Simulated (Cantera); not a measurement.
Feed: 1 mol C, 17 mol H₂, held at 2173.15 K and 750 Torr.

Equilibrium computed with Cantera from the NASA thermochemical tables; the gas is ideal and each condensed phase is pure. Candidate condensed phases: C, C₆H₆, C₇H₈, C₈H₁₈; 76 gas species. Rates play no part.

Base state: H₂ 0.993, H 0.00481, C₂H₂ (acetylene) 0.00219, CH₄ 0.000275, CH₃ 2.56e-5 (mole fractions); condensed: C(graphite).

**Question.** What changes in the equilibrium state with this change: 0.26 mol O₂ added?

**Answer.** 
```json
[
 {"species": "H₂", "before": "0.993", "after": "0.963"},
 {"species": "CO", "before": "0", "after": "0.0296"},
 {"species": "H", "before": "0.00481", "after": "0.00474"},
 {"species": "CH₄", "before": "0.000275", "after": "0.000259"},
 {"species": "CH₃", "before": "2.56e-5", "after": "2.45e-5"},
 {"species": "C₂H₂ (acetylene)", "before": "0.00219", "after": "0.00213"},
 {"species": "C(graphite), mol", "before": "0.920", "after": "0.400"}
]
```
Further candidate phases: H₂O.
